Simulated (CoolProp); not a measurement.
Properties of isobutane along the isotherm 11.45 °C (Tc = 134.7 °C, pc = 36.29 bar, ω = 0.184).

Computed with CoolProp (reference Helmholtz-energy equation of state, Bücker 2006).

| p (bar) | phase | cp (kJ/(kg K)) | isothermal compressibility (1/MPa) | viscosity (µPa s) | conductivity (mW/(m K)) | fugacity coefficient |
|---|---|---|---|---|---|---|
| 16.5 | liquid | 2.335 | 0.003010 | 179 | 95.2 | 0.1388 |
| 33 | liquid | 2.322 | 0.002859 | 183 | 96.3 | 0.07451 |
| 49.5 | liquid | 2.311 | 0.002725 | 187 | 97.4 | 0.05331 |
| 66 | liquid | 2.301 | 0.002604 | 192 | 98.5 | 0.04289 |
| 82.5 | liquid | 2.292 | 0.002495 | 196 | 99.5 | 0.03680 |
| 99 | liquid | 2.284 | 0.002395 | 200 | 101 | 0.03288 |
| 115 | liquid | 2.276 | 0.002307 | 204 | 101 | 0.03028 |
| 132 | liquid | [?] | 0.002221 | 208 | 102 | 0.02833 |
| 148 | liquid | 2.263 | 0.002147 | 212 | 103 | 0.02701 |
| 165 | liquid | 2.257 | 0.002073 | 216 | 104 | 0.02601 |
| 181 | liquid | [?] | 0.002009 | [?] | 105 | 0.02534 |

Problem. Complete the blanks.

Solution. 
- 132, cp (kJ/(kg K)): 2.269
- 181, cp (kJ/(kg K)): 2.251
- 181, viscosity (µPa s): 220

Viscosity comes from a separate model (Vogel 2000). Thermal conductivity comes from a separate model (Perkins 2002).
